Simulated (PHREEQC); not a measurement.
Brackish or sea water: speciation

Model water analysis in mmol/kgw, 25 °C, pH 7.72: Na 271; K 13.1; Ca 29.4; Mg 43.1; Cl 393; S(6) 11.4; Alkalinity (meq/kgw) 0.0199; Br 0.833; Si 0.138.

Valence states are taken as typed.

Model: Pitzer model, pitzer.dat, run in PHREEQC.

- ionic strength: 0.507 mol/kgw
- activity of water: 0.988
- specific conductance: 36600 µS/cm
- density: 1.015 g/cm³
- osmotic coefficient: 0.899
- charge-balance error: 1.5 %

```json
[
 {"species": "Cl-", "molality": "0.393", "activity": "0.255", "log γ": "-0.188"},
 {"species": "Na+", "molality": "0.271", "activity": "0.195", "log γ": "-0.142"},
 {"species": "Mg+2", "molality": "0.0431", "activity": "0.0115", "log γ": "-0.574"},
 {"species": "Ca+2", "molality": "0.0294", "activity": "0.00729", "log γ": "-0.606"},
 {"species": "K+", "molality": "0.0131", "activity": "0.00888", "log γ": "-0.169"},
 {"species": "SO4-2", "molality": "0.0114", "activity": "0.00115", "log γ": "-0.996"},
 {"species": "Br-", "molality": "0.000833", "activity": "0.000556", "log γ": "-0.176"},
 {"species": "H4SiO4", "molality": "0.000136", "activity": "0.000145", "log γ": "0.028"},
 {"species": "HCO3-", "molality": "1.48e-5", "activity": "9.91e-6", "log γ": "-0.174"},
 {"species": "H3SiO4-", "molality": "2.22e-6", "activity": "1.12e-6", "log γ": "-0.297"},
 {"species": "OH-", "molality": "9.94e-7", "activity": "5.25e-7", "log γ": "-0.278"},
 {"species": "MgOH+", "molality": "9.61e-7", "activity": "9.24e-7", "log γ": "-0.017"}
]
```

This is a speciation only: nothing precipitates in the calculation.
